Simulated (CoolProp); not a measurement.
Properties of dimethyl carbonate along the isotherm 418.3 K (Tc = 557.0 K, pc = 4909 kPa, ω = 0.346).

Values from CoolProp's reference Helmholtz-energy equation of state, Zhou 2011.

| p (kPa) | phase | density (kg/m³) | cp (kJ/(kg K)) | Joule-Thomson coefficient (K/MPa) | isothermal compressibility (1/MPa) |
|---|---|---|---|---|---|
| 2450 | liquid | 895.7 | 2.106 | -0.1366 | 0.002648 |
| 4910 | liquid | 901.3 | 2.093 | -0.1519 | 0.002487 |
| 7360 | liquid | 906.7 | 2.082 | -0.1654 | 0.002346 |
| 9820 | liquid | 911.8 | 2.072 | -0.1775 | 0.002222 |
| 12300 | liquid | 916.7 | 2.064 | -0.1884 | 0.002111 |
| 14700 | liquid | 921.3 | 2.056 | -0.1979 | 0.002015 |
| 17200 | liquid | 925.8 | 2.048 | -0.2069 | 0.001924 |
| 19600 | liquid | 930.0 | 2.042 | -0.2148 | 0.001845 |
| 22100 | liquid | 934.2 | 2.036 | -0.2224 | 0.001770 |
| 24500 | liquid | 938.1 | 2.030 | -0.2291 | 0.001704 |
